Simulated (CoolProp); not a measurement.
A simple Rankine cycle with 1,2-dichloroethane: condensing at 305.15 K, boiler at 1.22 MPa, turbine inlet 478.2 K, turbine efficiency 0.85, pump efficiency 0.6, no recuperator. Each further row changes one setting.

Values from CoolProp's reference Helmholtz-energy equation of state, Thol 2015.

```
case                             thermal efficiency (%)  net work (kJ/kg)  heat in (kJ/kg)  turbine exit temperature (K)  volume ratio over the turbine
-------------------------------  ----------------------  ----------------  ---------------  ----------------------------  -----------------------------
as stated                                          23.4        (withheld)              488                         332.2                     (withheld)
turbine inlet 498.2 K                              23.7               121       (withheld)                    (withheld)                     (withheld)
condensing temperature 297.15 K                    24.5               122              499                         322.7                     (withheld)
boiler pressure 0.854 MPa                          22.2               110              496                         346.0                           47.2
turbine efficiency 0.75                            20.6               101              488                    (withheld)                           72.0
```

Task: What belongs in the gaps?

Result: 
- as stated, net work (kJ/kg): 114
- as stated, volume ratio over the turbine: 68.7
- turbine inlet 498.2 K, heat in (kJ/kg): 511
- turbine inlet 498.2 K, turbine exit temperature (K): 350.6
- turbine inlet 498.2 K, volume ratio over the turbine: 67.8
- condensing temperature 297.15 K, volume ratio over the turbine: 97.1
- turbine efficiency 0.75, turbine exit temperature (K): 347.9
